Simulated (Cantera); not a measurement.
Ta2O5 + C + CO + CH4 (carbothermic reduction)

Feed: 1 mol Ta2O5, 0.41 mol C, 0.013 mol CO, 2.7 mol CH4, at 4.00 mbar.

Method: chemical equilibrium by Gibbs-energy minimisation in Cantera with the NASA 1993 tables (ideal gas, pure condensed phases). Candidate condensed phases: C, C6H6, C7H8, C8H18, H2O, Ta, TaC, Ta2O5; 113 gas species. Mutual solubility and eutectic melting of coexisting phases are not modelled. TaC: taken at fixed stoichiometry. Condensed phases not in the tables: Ta2C, N, O or C dissolved in the metal. Equilibrium is a limit: real reactors are often held back by kinetics, nucleation or transport.

```tsv
T (°C)	log p H2	log p CO	log p H	log p TaO2	log p H2O	log p TaO	log p CH4	n C(graphite)	n TaC(s)	n Ta2O5(s)	n Ta(s)	n Ta2O5(l)
700	-2.42	-3.71	-10.18	<-14	-6.33	<-14	-5.73	2.74	0.106	0.947	0	0
850	-2.55	-2.93	-8.64	<-14	-6.01	<-14	-7.28	0	0.889	0.555	0	0
1000	-2.55	-2.93	-7.42	<-14	-5.84	<-14	-8.69	0	0.890	0.555	0	0
1150	-2.55	-2.93	-6.45	-12.77	-5.71	<-14	-9.80	0	0.890	0.555	0	0
1300	-2.55	-2.93	-5.67	-10.48	-5.61	-11.89	-10.69	0	0.890	0.555	0	0
1450	-2.55	-2.93	-5.01	-8.61	-5.53	-9.68	-11.42	0	0.890	0.555	0	0
1600	-2.55	-2.93	-4.47	-7.05	-5.47	-7.84	-12.03	0	0.891	0.555	0	0
1750	-2.61	-2.84	-4.03	-5.81	-5.30	-6.53	-12.74	0	0	0.374	1.25	0
1900	-2.63	-2.85	-3.63	-4.85	-5.10	-5.54	-13.41	0	0	0	1.24	0.360
```
log p: log10 of the partial pressure in bar; n: condensed amount in mol.

At 700 °C the condensed part is C(graphite) + TaC(s) + Ta2O5(s). From 850 °C to 1600 °C the condensed part is TaC(s) + Ta2O5(s). At 1750 °C the condensed part is Ta(s) + Ta2O5(s). At 1900 °C the condensed part is Ta(s) + Ta2O5(l).
